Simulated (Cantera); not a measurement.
What does this Cantera script print?

```python
import numpy as np
import cantera as ct

gas_names = """
    Hg N NO NO2 NO3 N2 N2O O O2 O3
""".split()
cond_names = """
    Hg(cr) Hg(L) HgO(s)
""".split()


def load(file, names, dense=False):
    # The tables refer to 1 bar. Condensed volumes are neglected.
    table = {s.name: s for s in ct.Species.list_from_file(file)}
    out = []
    for n in names:
        d = dict(table[n].input_data)
        d["thermo"] = dict(d["thermo"], **{"reference-pressure": 1e5})
        if dense:
            d["equation-of-state"] = {"model": "constant-volume", "density": "1e6 g/cm^3"}
        out.append(ct.Species.from_dict(d))
    return out


gas = ct.Solution(thermo="ideal-gas", species=load("nasa_gas.yaml", gas_names))
cond = {s.name: ct.Solution(thermo="fixed-stoichiometry", species=[s], name=s.name)
        for s in load("nasa_condensed.yaml", cond_names, dense=True)}
atoms = {
    'Hg': {'Hg': 1},
    'O2': {'O': 2},
    'N2': {'N': 2},
}
top_T = {}  # K; cautious upper limits of use, not melting points


def equilibrate(T, P, feed):
    n = {}
    for name, mol in feed.items():
        for a, k in atoms[name].items():
            n[a] = n.get(a, 0.0) + k * mol
    gas.TPX = T, P, n
    mass = sum(n.values()) * gas.mean_molecular_weight
    gas.equilibrate("TP")
    valid = [c for c in cond.values() if c.min_temp <= T <= top_T.get(c.name, c.max_temp)]
    mix = ct.Mixture([(gas, mass / gas.mean_molecular_weight)] + [(c, 0.0) for c in valid])
    mix.T, mix.P = T, P
    mix.equilibrate("TP", solver="vcs", rtol=1e-11, max_steps=5000)
    return mix


results = []
feed = {'Hg': 1, 'O2': 0.3, 'N2': 4.5}  # mol
T = 450  # K
P = 1333.22  # Pa
mix = equilibrate(T, P, feed)
results.append((T, P, feed, dict(zip(mix.species_names, mix.species_moles))))
x = sorted(zip(gas.X, gas.species_names), reverse=True)
print(f"T = {T:g} K  P = {P:g} Pa  gas = {mix.phase_moles(0):.4g} mol")
print("   x: " + "  ".join(f"{s} {v:.3e}" for v, s in x if v > 1e-05))
print("   condensed (mol): " + ("  ".join(f"{mix.phase(i).name} {mix.phase_moles(i):.4g}"
      for i in range(1, mix.n_phases) if mix.phase_moles(i) > 1e-12) or "none"))
```

Output:

```
T = 450 K  P = 1333.22 Pa  gas = 4.9 mol
   x: N2 9.184e-01  Hg 8.163e-02
   condensed (mol): HgO(s) 0.6
```

Cantera equilibrium calculation (NASA polynomials, part measured and part estimated; ideal gas, pure solids and liquids).
